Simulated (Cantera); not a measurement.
**HMDSO + N₂O + O₂ (silicon oxide and oxynitride deposition)**

Input: 1 mol HMDSO, 1.9 mol N₂O, 1 mol O₂, held at 0.195 Torr.

These are equilibrium values from Cantera (NASA tables, ideal gas, pure condensed phases), not measurements of a reactor. Candidate condensed phases: C, C₆H₆, C₇H₈, C₈H₁₈, H₂O, Si, SiC, SiO₂, Si₂N₂O, Si₃N₄; 151 gas species. The feed counts by its element totals alone. Mutual solubility and eutectic melting of coexisting phases are not modelled. The tables' values for SiN are old estimates; treat these amounts as uncertain. Rates play no part.

| T (K) | x H₂ | x CO | x N₂ | x H | x H₂O | x SiO | x CO₂ | n C(graphite) | n SiO₂(α-quartz) | n SiO₂(β-quartz) | n Si₂N₂O(s) | n SiC(s) |
|---|---|---|---|---|---|---|---|---|---|---|---|---|
| 623 | 0.758 | 0.0195 | 0.169 | <1e-12 | 0.0290 | <1e-12 | 0.0159 | 5.52 | 2.00 | 0 | 0 | 0 |
| 723 | 0.763 | 0.0699 | 0.162 | 4.57e-12 | 0.00283 | <1e-12 | 0.00199 | 5.15 | 2.00 | 0 | 0 | 0 |
| 823 | 0.763 | 0.0760 | 0.161 | 3.97e-10 | 0.000199 | <1e-12 | 7.18e-5 | 5.10 | 2.00 | 0 | 0 | 0 |
| 923 | 0.763 | 0.0762 | 0.161 | 1.32e-8 | 2.34e-5 | <1e-12 | 4.77e-6 | 5.10 | 0 | 2.00 | 0 | 0 |
| 1023 | 0.760 | 0.0814 | 0.159 | 2.24e-7 | 4.40e-6 | 1.50e-9 | 6.16e-7 | 5.04 | 0 | 1.96 | 0.0212 | 0 |
| 1123 | 0.652 | 0.283 | 0.0652 | 2.13e-6 | 3.16e-6 | 3.54e-7 | 1.25e-6 | 2.10 | 0 | 0 | 1.000 | 0 |
| 1223 | 0.652 | 0.283 | 0.0652 | 1.51e-5 | 9.63e-7 | 1.39e-5 | 2.86e-7 | 2.10 | 0 | 0 | 1.000 | 0 |
| 1323 | 0.596 | 0.301 | 0.103 | 7.59e-5 | 3.42e-7 | 0.000254 | 9.31e-8 | 0.160 | 0 | 0 | 0.351 | 1.29 |
| 1423 | 0.586 | 0.297 | 0.109 | 0.000315 | 5.79e-7 | 0.00710 | 1.30e-7 | 0 | 0 | 0 | 0.227 | 1.44 |
| 1523 | 0.569 | 0.281 | 0.120 | 0.00108 | 4.16e-7 | 0.0285 | 7.67e-8 | 0 | 0 | 0 | 0 | 1.55 |
| 1623 | 0.567 | 0.281 | 0.120 | 0.00323 | 1.78e-7 | 0.0285 | 2.85e-8 | 0 | 0 | 0 | 0 | 1.55 |
| 1723 | 0.563 | 0.280 | 0.120 | 0.00848 | 8.35e-8 | 0.0283 | 1.18e-8 | 0 | 0 | 0 | 0 | 1.55 |
| 1823 | 0.553 | 0.279 | 0.119 | 0.0200 | 4.16e-8 | 0.0274 | 5.37e-9 | 0 | 0 | 0 | 0 | 1.53 |
| 1923 | 0.531 | 0.277 | 0.116 | 0.0426 | 2.04e-8 | 0.0235 | 2.48e-9 | 0 | 0 | 0 | 0 | 1.47 |
x: gas mole fraction; n: condensed amount in mol.

From 623 K to 823 K the condensed part is C(graphite) + SiO₂(α-quartz). At 923 K the condensed part is C(graphite) + SiO₂(β-quartz). At 1023 K the condensed part is C(graphite) + SiO₂(β-quartz) + Si₂N₂O(s). From 1123 K to 1223 K the condensed part is C(graphite) + Si₂N₂O(s). At 1323 K the condensed part is C(graphite) + SiC(s) + Si₂N₂O(s). At 1423 K the condensed part is SiC(s) + Si₂N₂O(s). From 1523 K to 1923 K the condensed part is SiC(s).
